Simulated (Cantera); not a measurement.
Feed: 1 mol CH3F, 0.29 mol F2, 0.47 mol H2, 1.3 mol HCl, held at 1200 °C and 10.0 mbar.

Equilibrium computed with Cantera from the NASA thermochemical tables; the gas is ideal and each condensed phase is pure. Candidate condensed phases: C, C6H6, C7H8, C8H18; 118 gas species. Rates play no part.

Base state: HF 0.389, HCl 0.320, H2 0.291, H 6.83e-5, Cl 6.10e-5 (mole fractions); condensed: C(graphite).

Task: What changes in the equilibrium state with this change: CH3F replaced by c-C4F8?

Result: 
```
species            before     after
----------------  -------  --------
HF                  0.389     0.432
CF4                 <1e-9     0.346
Cl                6.10e-5     0.115
H2                  0.291   1.68e-9
HCl                 0.320    0.0459
Cl2               1.58e-8    0.0559
CClF3               <1e-9   0.00480
CF2                 <1e-9  0.000167
C(graphite), mol    1.000      2.36
```
The feed counts by its element totals alone. Gases not in the tables: C2F6 and larger saturated fluorocarbons.

Task: What changes in the equilibrium state with this change: temperature from 1200 °C to 3200 °C?

Result: 
```
species            before    after
----------------  -------  -------
H                 6.83e-5    0.540
Cl                6.10e-5    0.164
HF                  0.389    0.115
HCl                 0.320  0.00433
H2                  0.291  0.00944
C                   <1e-9   0.0482
F                 2.06e-9   0.0854
C3                  <1e-9   0.0178
C2                  <1e-9   0.0101
CF                  <1e-9  0.00447
C2H                 <1e-9  0.00129
C(graphite), mol    1.000        0
```
The tables' values for CCl are old estimates; treat these amounts as uncertain.

Task: What changes in the equilibrium state with this change: CH3F replaced by CH3Cl?

Result: 
```tsv
species	before	after
HCl	0.320	0.566
H2	0.291	0.291
HF	0.389	0.143
Cl	6.10e-5	0.000108
H	6.83e-5	6.83e-5
C(graphite), mol	1.000	1.000
```
